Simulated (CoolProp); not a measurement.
Model: reference Helmholtz-energy equation of state, Smukala 2000, in CoolProp.

For ethylene, give the phase and the cp (kJ/(kg K)), speed of sound (m/s) at 135.3 K and 1.01 bar; 167 K and 1.01 bar; 198.8 K and 1.01 bar.


- 135.3 K and 1.01 bar: liquid; cp 2.41, speed of sound 1550
- 167 K and 1.01 bar: liquid; cp 2.41, speed of sound 1330
- 198.8 K and 1.01 bar: gas; cp 1.30, speed of sound 274
